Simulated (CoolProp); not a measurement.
Vapour-liquid equilibrium of benzene (1) + n-decane (2) at 2.05 bar; x and y are mole fractions of (1).

The numbers come from the multi-fluid Helmholtz-energy mixture model, Thol 2012 and Lemmon 2006; pair parameters Bell 2016 in CoolProp.

| x | bubble temperature, mixture model (K) | bubble temperature, Raoult's law (K) | y, mixture model | y, Raoult's law |
|---|---|---|---|---|
| 0.05 | 465.7 | 463.7 | 0.248 | 0.300 |
| 0.15 | 445.0 | 442.9 | 0.581 | 0.625 |
| 0.25 | 428.7 | 427.8 | 0.757 | 0.780 |
| 0.35 | 416.3 | 416.4 | 0.850 | 0.864 |
| 0.45 | 406.8 | 407.3 | 0.904 | 0.913 |
| 0.55 | 399.5 | 399.9 | 0.936 | 0.944 |
| 0.65 | 393.5 | 393.7 | 0.958 | 0.965 |
| 0.75 | 388.4 | 388.5 | 0.974 | 0.979 |
| 0.85 | 383.9 | 383.9 | 0.986 | 0.989 |
| 0.95 | 379.9 | 379.8 | 0.996 | 0.997 |

The largest gap from Raoult's law is +2.1 K in bubble temperature, at x = 0.15. No azeotrope shows between x = 0.05 and 0.95.

Pair parameters are fitted to limited data, so mixtures are less certain than the pure fluids. The gap from Raoult's law changes sign with composition, which may be real or a fault of the pair parameters; it wasn't checked against measurements.
